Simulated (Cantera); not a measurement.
A perfectly stirred reactor is fed with N2O : H2 : N2 = 1 : 0.012 : 2.2 (molar parts), at 0.270 bar; it is held at 1425 K, and followed from long to short residence time.

Model: GRI-Mech 3.0 (53 species, 325 reactions), integrated in Cantera. GRI-Mech 3.0 was tuned for natural gas; its chemistry of N2O as a main component is partial and can be far from experiment. The temperature is held fixed by assumption; the heat of reaction is taken as removed at once.

Task: What does this change do: temperature 1425 to 1025 K?

Result: 
```tsv
quantity	before	after
x(N2O) at τ = 0.370 s	0.0907	0.308
x(H2) at τ = 0.370 s	1.87e-5	0.00105
x(NO2) at τ = 0.370 s	9.44e-5	6.80e-7
x(O) at τ = 0.370 s	2.67e-5	6.75e-8
x(O2) at τ = 0.370 s	0.0773	0.000180
x(N2O) at τ = 6.10 ms	0.296	0.311
x(H2) at τ = 6.10 ms	0.000638	0.00366
x(NO2) at τ = 6.10 ms	4.19e-5	3.39e-9
x(O) at τ = 6.10 ms	2.97e-5	5.15e-8
x(O2) at τ = 6.10 ms	0.00432	2.23e-6
```
The mechanism lacks the step 2 NO + O2 → 2 NO2, which can matter for NO2 below about 1400 K.

Task: What does this change do: pressure from 0.270 bar to 1.20 bar?

Result: 
```csv
quantity,before,after
x(N2O) at τ = 0.370 s,0.0907,0.0354
x(H2) at τ = 0.370 s,1.87e-5,6.62e-6
x(NO2) at τ = 0.370 s,9.44e-5,0.000238
x(O) at τ = 0.370 s,2.67e-5,1.26e-5
x(O2) at τ = 0.370 s,0.0773,0.104
x(N2O) at τ = 6.10 ms,0.296,0.262
x(H2) at τ = 6.10 ms,0.000638,0.000204
x(NO2) at τ = 6.10 ms,4.19e-5,0.000125
x(O) at τ = 6.10 ms,2.97e-5,2.80e-5
x(O2) at τ = 6.10 ms,0.00432,0.0160
```
